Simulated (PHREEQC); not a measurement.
0.035 g of hydrous ferric oxide (600 m²/g; 0.2 weak and 0.005 strong sites per Fe, Dzombak-Morel constants, diffuse double layer) in 1 kg of water with 0.005 mol/kgw of an inert sodium salt and 3.8e-06 mol/kgw H3BO3, at 25 °C; the pH is set by adding NaOH or the inert anion's acid. O2 is buffered at 0.21 atm. The system is closed to CO2. No solid was allowed to form.

The numbers come from PHREEQC with the ion-association model, wateq4f.dat.

Question: Predict surface charge σ (C/m²), surface potential ψ (mV) at pH = 3.5, 4, 4.5, 9.

Answer: 
| pH | surface charge σ (C/m²) | surface potential ψ (mV) |
|---|---|---|
| 3.5 | 0.242 | 207 |
| 4 | 0.182 | 194 |
| 4.5 | 0.131 | 177 |
| 9 | -0.009 | -50 |

The oxide is taken as insoluble; below pH 4 it would dissolve.
